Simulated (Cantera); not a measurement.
A Cantera script and what it prints.

```python
import numpy as np
import cantera as ct

gas_names = """
    CL CLO CL2 N NO NO2 NO3 N2 N2O O O2 O3 Ti TiCL TiCL2 TiCL3 TiCL4 TiO TiOCL TiOCL2 TiO2
""".split()
cond_names = """
    Ti(a) Ti(b) Ti(L) TiCL2(s) TiCL3(s) TiCL4(L) TiN(s) TiN(L) TiO(a) TiO(b) TiO(L) TiO2(ru) TiO2(L)
    Ti2O3(a) Ti2O3(b) Ti2O3(L) Ti3O5(a) Ti3O5(b) Ti3O5(L) Ti4O7(s) Ti4O7(L)
""".split()


# ... load() reads the species with a 1 bar reference pressure and builds the phases ...
atoms = {
    'TiCl4': {'Ti': 1, 'CL': 4},
    'O2': {'O': 2},
    'N2': {'N': 2},
}
top_T = {'TiCL2(s)': 1300, 'TiCL3(s)': 1000}  # K; cautious upper limits of use, not melting points


# ... equilibrate(T, P, feed) seeds the gas with the atoms and calls Mixture.equilibrate('TP', solver="vcs", rtol=1e-11, max_steps=5000) ...
results = []
feed = {'TiCl4': 1, 'O2': 2.7, 'N2': 72}  # mol
T = 1598.15  # K
P = 1333.22  # Pa
mix = equilibrate(T, P, feed)
results.append((T, P, feed, dict(zip(mix.species_names, mix.species_moles))))
x = sorted(zip(gas.X, gas.species_names), reverse=True)
print(f"T = {T:g} K  P = {P:g} Pa  gas = {mix.phase_moles(0):.4g} mol")
print("   x: " + "  ".join(f"{s} {v:.3e}" for v, s in x if v > 0.001))
print("   condensed (mol): " + ("  ".join(f"{mix.phase(i).name} {mix.phase_moles(i):.4g}"
      for i in range(1, mix.n_phases) if mix.phase_moles(i) > 1e-12) or "none"))
```

Output:

```
T = 1598.15 K  P = 1333.22 Pa  gas = 77.51 mol
   x: N2 9.286e-01  CL 4.667e-02  O2 2.158e-02  CL2 2.458e-03
   condensed (mol): TiO2(ru) 0.9999
```

Cantera equilibrium calculation (NASA polynomials, part measured and part estimated; ideal gas, pure solids and liquids).
